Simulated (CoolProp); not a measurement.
A closed Brayton cycle with carbon dioxide: compressor inlet 313.15 K and 9.3 MPa, high pressure 31.6 MPa, turbine inlet 695 K, compressor efficiency 0.85, turbine efficiency 0.9, recuperator effectiveness 0 (on enthalpy, no pinch check). Each further row changes one setting.

Values from CoolProp's reference Helmholtz-energy equation of state, Span 1996.

```
case                           thermal efficiency (%)  net work (kJ/kg)  compressor to turbine work  compressor exit (K)  turbine exit (K)
-----------------------------  ----------------------  ----------------  --------------------------  -------------------  ----------------
as stated                                        17.7              88.1                        0.31                363.3             562.4
turbine inlet 645 K                              17.5              75.9                        0.34                363.3             517.2
compressor inlet 323.15 K                        17.3              69.4                        0.46                412.1             562.4
high pressure 26.9 MPa                           15.9              80.7                        0.28                355.8             579.3
recuperator effectiveness 0.5                    23.5              88.1                        0.31                363.3             562.4
```
